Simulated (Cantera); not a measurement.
Charge: 1 mol SiH₄, 2.9 mol H₂, held at 1875 K.

These are equilibrium values from Cantera (NASA tables, ideal gas, pure condensed phases), not measurements of a reactor. Candidate condensed phases: Si; 9 gas species. Gases not in the tables: Si₂H₆ and higher silanes. The numbers say what is thermodynamically allowed, not how fast it happens.

log p: log10 of the partial pressure in bar; n: condensed amount in mol.

```json
[
 {"P (Pa)": "100", "log p H₂": "-3.01", "log p H": "-4.69", "log p Si": "-5.04", "log p SiH": "-6.58", "log p Si₂": "-7.17", "log p SiH₂": "…", "n Si(l)": "0.952"},
 {"P (Pa)": "270", "log p H₂": "-2.58", "log p H": "-4.47", "log p Si": "-5.04", "log p SiH": "-6.36", "log p Si₂": "-7.17", "log p SiH₂": "…", "n Si(l)": "0.982"},
 {"P (Pa)": "720", "log p H₂": "-2.15", "log p H": "-4.26", "log p Si": "-5.04", "log p SiH": "-6.15", "log p Si₂": "-7.17", "log p SiH₂": "…", "n Si(l)": "0.993"},
 {"P (Pa)": "1900", "log p H₂": "-1.72", "log p H": "-4.05", "log p Si": "-5.04", "log p SiH": "-5.94", "log p Si₂": "-7.17", "log p SiH₂": "…", "n Si(l)": "0.997"},
 {"P (Pa)": "5200", "log p H₂": "-1.29", "log p H": "-3.83", "log p Si": "-5.04", "log p SiH": "-5.72", "log p Si₂": "-7.17", "log p SiH₂": "…", "n Si(l)": "0.999"},
 {"P (Pa)": "14000", "log p H₂": "-0.85", "log p H": "-3.61", "log p Si": "-5.04", "log p SiH": "-5.50", "log p Si₂": "-7.17", "log p SiH₂": "…", "n Si(l)": "0.999"},
 {"P (Pa)": "37000", "log p H₂": "-0.43", "log p H": "-3.40", "log p Si": "-5.04", "log p SiH": "-5.29", "log p Si₂": "-7.17", "log p SiH₂": "…", "n Si(l)": "1.000"},
 {"P (Pa)": "100000", "log p H₂": "0.00", "log p H": "-3.18", "log p Si": "-5.04", "log p SiH": "-5.08", "log p Si₂": "-7.17", "log p SiH₂": "…", "n Si(l)": "1.000"}
]
```

Problem. Some entries are withheld; supply them.

Solution. 
- 100, log p SiH₂: -7.32
- 270, log p SiH₂: -6.88
- 720, log p SiH₂: -6.45
- 1900, log p SiH₂: -6.03
- 5200, log p SiH₂: -5.59
- 14000, log p SiH₂: -5.16
- 37000, log p SiH₂: -4.74
- 100000, log p SiH₂: -4.30
